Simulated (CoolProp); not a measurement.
Vapour-liquid equilibrium of R152A (1) + n-pentane (2) at 0.825 MPa; x and y are mole fractions of (1).

Model: multi-fluid Helmholtz-energy mixture model, Outcalt 1996 and Thol 2019; pair parameters Bell 2016, in CoolProp.

```tsv
x	bubble temperature, mixture model (°C)	bubble temperature, Raoult's law (°C)	y, mixture model	y, Raoult's law
0.05	97.3	105.2	___	0.235
0.2	65.2	83.5	___	0.611
0.35	___	69.0	0.807	0.783
0.5	___	58.4	0.851	0.876
0.65	43.4	50.2	0.883	0.932
0.8	40.3	43.6	___	0.968
0.95	37.3	38.0	___	0.993
```

Problem. What belongs in the gaps?

Solution. 
- 0.05, y, mixture model: 0.309
- 0.2, y, mixture model: 0.702
- 0.35, bubble temperature, mixture model (°C): 52.8
- 0.5, bubble temperature, mixture model (°C): 47.0
- 0.8, y, mixture model: 0.918
- 0.95, y, mixture model: 0.973

The largest gap from Raoult's law is -18.3 K in bubble temperature, at x = 0.2. No azeotrope shows between x = 0.05 and 0.95.

Pair parameters are fitted to limited data, so mixtures are less certain than the pure fluids. With so large a gap from Raoult's law the liquid may split in two, which this calculation doesn't test in full.
